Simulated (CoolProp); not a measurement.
Saturation properties of R141b.

Values from CoolProp's reference Helmholtz-energy equation of state, Lemmon 2006. It is a short technical equation, of lower accuracy than the large ones.

```
T (K)  p (kPa)  liquid density (kg/m³)  liquid cp (kJ/(kg K))  vapour Z  liquid conductivity (mW/(m K))
-----  -------  ----------------------  ---------------------  --------  ------------------------------
340.3    300.9                    1148                  1.223    0.9191                            79.5
347.6    365.7                    1132                  1.237    0.9078                            77.6
354.9    440.5                    1116                  1.253    0.8955                            75.8
362.3    527.4                    1099                  1.270    0.8820                            74.0
369.6    625.2                    1081                  1.289    0.8676                            72.3
377      737.4                    1063                  1.309    0.8519                            70.6
384.3    862.0                    1044                  1.331    0.8353                            69.0
391.6     1001                    1025                  1.355    0.8173                            67.4
399       1159                    1005                  1.383    0.7977                            65.8
406.3     1332                   983.5                  1.414    0.7768                            64.3
413.6     1522                   961.2                  1.451    0.7543                            62.9
421       1735                   937.2                  1.494    0.7295                            61.5
```

It boils at 305.2 K under 1 atm.

Thermal conductivity comes from a separate model (Huber 2003), an estimate that may be off by 10 % or more.
